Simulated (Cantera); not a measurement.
## Premixed flame

A freely propagating, adiabatic, planar premixed flame of H2 : O2 : N2 : H2O = 1 : 0.806 : 2.1 : 0.084 (molar parts), unburnt at 423 K and 0.240 bar; mixture-averaged transport, grid criteria slope 0.08 and curve 0.16, no radiation.

Cantera simulation using the H2/O2 subset of GRI-Mech 3.0, which has no nitrogen chemistry; the numbers are that mechanism's predictions, not measurements. Burning velocities carry a grid error of a few per cent, more on coarse grids. Lean hydrogen flames are cellular in practice and burn faster than this planar one.

| z (mm) | T (K) | u (m/s) | x H2 | x O2 | x H2O | x HO2 | x O | x OH |
|---|---|---|---|---|---|---|---|---|
| -6.53 | 423 | 3.23 | 0.251 | 0.202 | 0.0211 | <1e-8 | <1e-8 | <1e-8 |
| -4.35 | 423 | 3.23 | 0.251 | 0.202 | 0.0211 | <1e-8 | <1e-8 | <1e-8 |
| -3.26 | 423 | 3.23 | 0.251 | 0.202 | 0.0211 | <1e-8 | <1e-8 | <1e-8 |
| -2.18 | 423 | 3.23 | 0.251 | 0.202 | 0.0211 | 6.01e-8 | <1e-8 | <1e-8 |
| -1.09 | 431 | 3.28 | 0.246 | 0.203 | 0.0214 | 9.37e-5 | 1.71e-6 | 1.37e-5 |
| -0.544 | 644 | 4.76 | 0.212 | 0.201 | 0.0393 | 0.000135 | 0.000164 | 0.000810 |
| 0 | 1076 | 7.68 | 0.114 | 0.166 | 0.123 | 5.01e-5 | 0.00566 | 0.00291 |
| 0.544 | 1379 | 9.75 | 0.0372 | 0.110 | 0.216 | 2.64e-5 | 0.0162 | 0.00932 |
| 1.09 | 1526 | 10.7 | 0.0238 | 0.0959 | 0.240 | 1.90e-5 | 0.0185 | 0.0129 |
| 2.18 | 1680 | 11.7 | 0.0210 | 0.0913 | 0.251 | 1.39e-5 | 0.0168 | 0.0160 |
| 4.35 | 1832 | 12.6 | 0.0177 | 0.0885 | 0.263 | 9.73e-6 | 0.0134 | 0.0181 |
| 8.70 | 1972 | 13.5 | 0.0131 | 0.0866 | 0.275 | 6.29e-6 | 0.00947 | 0.0183 |
| 17.4 | 2086 | 14.1 | 0.00823 | 0.0858 | 0.286 | 4.11e-6 | 0.00575 | 0.0163 |
x: mole fraction of selected species; z is measured from the peak of heat release.

```json
{
 "laminar_burning_velocity": "323 cm/s",
 "thermal_thickness": "2.18 mm",
 "peak x(HO2)": "0.000213",
 "peak x(O)": "0.0185",
 "peak x(OH)": "0.0185",
 "grid_points": "122"
}
```
